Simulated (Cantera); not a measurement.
An isothermal plug-flow reactor at 700 K and 0.257 atm (inlet), inlet velocity 0.3 m/s, active area per volume 360 1/m; feed CO : O₂ : N₂ : H₂O = 0.0021 : 0.024 : 0.79 : 0.0061 (molar parts), equivalence ratio 0.044.

Detailed kinetics in Cantera: Deutschmann's 1995 Pt surface mechanism with GRI-Mech 3.0 gas chemistry. Catalytic surfaces can have several steady states; this one follows from the mechanism file's or the stated starting coverage. Mass transfer to the wall is taken as infinitely fast.

Q: Predict: x(CO) at z = 0.018 m; x(O₂) at z = 0.018 m; x(H₂O) at z = 0.018 m; x(CO₂) at z = 0.018 m; θ(free Pt) at the exit; θ(O*) at the exit; θ(OH*) at the exit.

A: 
```
Item                      Value
----------------------  -------
x(CO) at z = 0.018 m    9.79e-6
x(O₂) at z = 0.018 m     0.0280
x(H₂O) at z = 0.018 m   0.00743
x(CO₂) at z = 0.018 m   0.00255
θ(free Pt) at the exit   0.0255
θ(O*) at the exit         0.973
θ(OH*) at the exit      0.00135
```
